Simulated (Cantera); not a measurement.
Cantera run, input and output.

```python
import numpy as np
import cantera as ct

gas = ct.Solution("SiF4_NH3_mec.yaml", "gas")
gas.TPX = 2300, 101325, {'NH3': 1, 'N2': 10}
inlet = ct.Reservoir(gas, clone=True)

reactor = ct.IdealGasConstPressureReactor(gas, energy="off", clone=False)
exhaust = ct.Reservoir(gas, clone=True)
tau = [11, 1.8, 0.28, 0.044, 0.0069, 0.0011, 0.00017][0]
for a, b in ((inlet, reactor), (reactor, exhaust)):
    ct.MassFlowController(a, b, mdot=lambda t: reactor.mass / tau)
net = ct.ReactorNet([reactor])
show = ['NH3', 'H', 'NH2', 'N2H4', 'NH']

rows = []
print(f"{'tau/s':>10s}{'T/K':>9s}" + "".join(f"{s:>11s}" for s in show))
for tau in [11, 1.8, 0.28, 0.044, 0.0069, 0.0011, 0.00017]:
    net.initial_time = 0.0
    net.advance(30 * tau)
    before = gas.X
    net.advance(40 * tau)
    drift = np.max(np.abs(gas.X - before) / (gas.X + 1e-9))
    rows.append([gas.T, *gas[show].X, drift])
    print(f"{tau:10.3e}{gas.T:9.1f}" + "".join(f"{x:11.3e}" for x in gas[show].X))
```

It prints:

```
     tau/s      T/K        NH3          H        NH2       N2H4         NH
 1.100e+01   2300.0  3.016e-05  3.349e-03  2.596e-06  3.847e-13  1.544e-06
 1.800e+00   2300.0  8.572e-05  3.122e-03  6.861e-06  2.688e-12  3.786e-06
 2.800e-01   2300.0  4.979e-04  2.008e-03  2.558e-05  3.738e-11  8.969e-06
 4.400e-02   2300.0  4.630e-03  9.105e-04  1.125e-04  7.235e-10  1.799e-05
 6.900e-03   2300.0  2.408e-02  4.374e-04  3.607e-04  7.438e-09  3.174e-05
 1.100e-03   2300.0  6.282e-02  1.569e-04  7.861e-04  3.534e-08  3.870e-05
 1.700e-04   2300.0  8.504e-02  3.878e-05  1.161e-03  7.706e-08  2.630e-05
```

Computed with Cantera and the gas-phase N/H chemistry of the illustrative SiF4/NH3 mechanism in the Surface Chemkin manual (1991). Walls and surfaces, which speed up NH3 decomposition in real reactors, are not modelled.
